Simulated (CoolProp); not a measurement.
Vapour-liquid equilibrium of diethyl ether (1) + acetone (2) at 328.1 K; x and y are mole fractions of (1).

Model: multi-fluid Helmholtz-energy mixture model, Thol 2014 and Lemmon 2006; pair parameters Bell 2016, in CoolProp.

```tsv
x	bubble pressure, mixture model (MPa)	bubble pressure, Raoult's law (MPa)	y, mixture model	y, Raoult's law
0.05	0.1071	0.1026	0.130	0.097
0.125	0.1210	0.1102	0.285	0.226
0.2	0.1340	0.1178	0.403	0.338
0.275	0.1458	0.1254	0.495	0.437
0.35	0.1563	0.1330	0.568	0.524
0.425	0.1654	0.1407	0.628	0.602
0.5	0.1732	0.1483	0.679	0.671
0.575	0.1799	0.1559	0.723	0.734
0.65	0.1855	0.1635	0.765	0.791
0.725	0.1903	0.1712	0.805	0.843
0.8	0.1942	0.1788	0.848	0.891
0.875	0.1972	0.1864	0.896	0.935
0.95	0.1989	0.1940	0.953	0.975
```

The largest gap from Raoult's law is +17.6 % in bubble pressure, at x = 0.425. No azeotrope shows between x = 0.05 and 0.95.

The pair parameters rest on a limited set of measurements; away from them the model extrapolates.
